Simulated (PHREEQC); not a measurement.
## Brackish or sea water

Model water analysis in mg/L, 25 °C, pH 6.43, pe 10.9:

| constituent | mg/L |
|---|---|
| Na | 2590 |
| K | 248 |
| Ca | 189 |
| Mg | 533 |
| Cl | 5430 |
| S(6) as SO4 | 932 |
| Alkalinity as HCO3 | 0.000178 |
| Br | 1.53 |
| Cd | 21.9 |

Valence states are taken as typed.

Computed with PHREEQC (ion-association model, phreeqc.dat).

Each row changes one thing in this solution. This is a speciation only: nothing precipitates in the calculation.

```csv
case,ionic strength (mol/kgw),MgSO4 (mol/kgw),NaSO4- (mol/kgw),CaSO4 (mol/kgw),KSO4- (mol/kgw),CdSO4 (mol/kgw),SI of Gypsum (CaSO4:2H2O),SI of Otavite (CdCO3)
as made,0.197,0.00257,0.000964,0.000407,7.22e-5,4.01e-6,-1.04,-3.53
Na from 2590 to 5180 mg/L,0.255,0.00215,0.00170,0.000334,6.31e-5,3.53e-6,-1.13,-3.54
temperature from 25 to 30 °C at the same typed pH,0.196,0.00276,0.000956,0.000403,7.56e-5,3.90e-6,-1.06,-3.60
```
